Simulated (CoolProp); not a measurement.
Vapour-liquid equilibrium of dimethyl ether (1) + n-perfluorobutane (2) at 1.12 MPa; x and y are mole fractions of (1).

Model: multi-fluid Helmholtz-energy mixture model, Wu 2011 and Gao 2022; pair parameters Bell 2016, in CoolProp.

Give the bubble temperature and the first vapour's composition at x = 0.15, 0.45, 0.85. Is there an azeotrope?

x = 0.15: 60.3 °C, y = 0.375; x = 0.45: 44.3 °C, y = 0.659; x = 0.85: 42.9 °C, y = 0.785. y crosses x between x = 0.65 and 0.75: the model has an azeotrope there.

The pair parameters rest on a limited set of measurements; away from them the model extrapolates. With so large a gap from Raoult's law the liquid may split in two, which this calculation doesn't test in full.
